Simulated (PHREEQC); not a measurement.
0.023 g of hydrous ferric oxide (600 m²/g; 0.2 weak and 0.005 strong sites per Fe, Dzombak-Morel constants, diffuse double layer) in 1 kg of water with 0.3 mol/kgw of an inert sodium salt, at 25 °C; the pH is set by adding NaOH or the inert anion's acid. Oxygen is held at 0.21 atm. The system is closed to CO2. No solid was allowed to form.

Model: ion-association model, wateq4f.dat, run in PHREEQC.

Problem. Predict surface charge σ (C/m²) at pH = 4.38, 6.62, 8.12, 9.62.

Solution. 
```csv
pH,surface charge σ (C/m²)
4.38,0.328
6.62,0.095
8.12,-0.001
9.62,-0.097
```
